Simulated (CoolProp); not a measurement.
A simple Rankine cycle with R123: condensing at 332.15 K, boiler at 0.903 MPa, turbine inlet 419.5 K, turbine efficiency 0.6, pump efficiency 0.8, no recuperator. Each further row changes one setting.

Computed with CoolProp (reference Helmholtz-energy equation of state, Younglove 1994). It is a modified Benedict-Webb-Rubin equation, recast in Helmholtz form.

```
case                             thermal efficiency (%)  net work (kJ/kg)  heat in (kJ/kg)  turbine exit temperature (K)  volume ratio over the turbine
-------------------------------  ----------------------  ----------------  ---------------  ----------------------------  -----------------------------
as stated                                           6.2              13.5              217                         393.0                           3.33
turbine inlet 439.5 K                               6.2              14.4              235                         413.5                           3.29
condensing temperature 324.15 K                     7.2              16.3              226                         388.5                           4.21
boiler pressure 0.632 MPa                           4.5              9.88              221                         402.0                           2.28
turbine efficiency 0.5                              5.1              11.2              217                         395.9                           3.36
```
